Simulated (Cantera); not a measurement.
An isothermal plug-flow reactor at 775 K and 3.40 bar (inlet), inlet velocity 0.7 m/s, active area per volume 740 1/m; feed CH4 : O2 : N2 : H2O = 0.0036 : 0.022 : 0.79 : 0.035 (molar parts), equivalence ratio 0.33.

Computed with Cantera and Deutschmann's 1995 Pt surface mechanism with GRI-Mech 3.0 gas chemistry. Catalytic surfaces can have several steady states; this one follows from the mechanism file's or the stated starting coverage. Mass transfer to the wall is taken as infinitely fast.

What does this change do: temperature 775 to 875 K?


```tsv
quantity	before	after
x(CH4) at z = 0.02 m	0.00418	0.00345
x(O2) at z = 0.02 m	0.0258	0.0243
x(H2O) at z = 0.02 m	0.0413	0.0427
x(CO2) at z = 0.02 m	5.63e-5	0.000777
x(CO) at z = 0.02 m	4.67e-7	8.46e-7
θ(free Pt) at the exit	0.0272	0.0869
θ(O*) at the exit	0.965	0.905
θ(OH*) at the exit	0.00744	0.00791
```
